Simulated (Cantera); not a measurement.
Input: 1 mol CH₃SiCl₃, 2 mol HCl, 23 mol H₂, at 0.0210 bar.

Method: chemical equilibrium by Gibbs-energy minimisation in Cantera with the NASA 1993 tables (ideal gas, pure condensed phases). Candidate condensed phases: C, C₆H₆, C₇H₈, C₈H₁₈, Si, SiC; 109 gas species. The feed counts by its element totals alone. The tables' values for SiCl, SiCl₃ are old estimates; treat these amounts as uncertain. Gases not in the tables: Si₂H₆ and higher silanes. The numbers say what is thermodynamically allowed, not how fast it happens.

log p: log10 of the partial pressure in bar; n: condensed amount in mol.

| T (°C) | log p H₂ | log p H | log p HCl | log p Cl | log p Si | n C(graphite) | n SiC(s) |
|---|---|---|---|---|---|---|---|
| 1775 | -1.77 | -3.53 | -2.46 | -4.36 | -5.31 | 0.103 | 0.847 |
| 1825 | -1.77 | -3.40 | -2.47 | -4.23 | -5.00 | 0.110 | 0.822 |
| 1875 | -1.77 | -3.27 | -2.47 | -4.10 | -4.70 | [?] | 0.786 |
| 1925 | -1.78 | -3.14 | -2.48 | -3.99 | -4.41 | [?] | 0.733 |
| 1975 | -1.78 | -3.03 | -2.49 | -3.88 | -4.14 | [?] | 0.648 |
| 2025 | -1.79 | -2.92 | -2.51 | -3.77 | -3.88 | [?] | 0.507 |
| 2075 | -1.80 | -2.81 | -2.53 | -3.68 | -3.64 | [?] | 0.265 |
| 2125 | -1.82 | -2.71 | -2.54 | -3.58 | -3.46 | [?] | 0 |
| 2175 | -1.83 | -2.62 | -2.55 | -3.48 | -3.42 | [?] | 0 |
| 2225 | -1.85 | -2.53 | -2.56 | -3.39 | -3.40 | [?] | 0 |
| 2275 | -1.87 | -2.45 | -2.58 | -3.30 | -3.39 | [?] | 0 |

**Question.** Some entries are withheld; supply them.

**Answer.** 
- 1875, n C(graphite): 0.120
- 1925, n C(graphite): 0.138
- 1975, n C(graphite): 0.172
- 2025, n C(graphite): 0.235
- 2075, n C(graphite): 0.352
- 2125, n C(graphite): 0.452
- 2175, n C(graphite): 0.332
- 2225, n C(graphite): 0.195
- 2275, n C(graphite): 0.0408
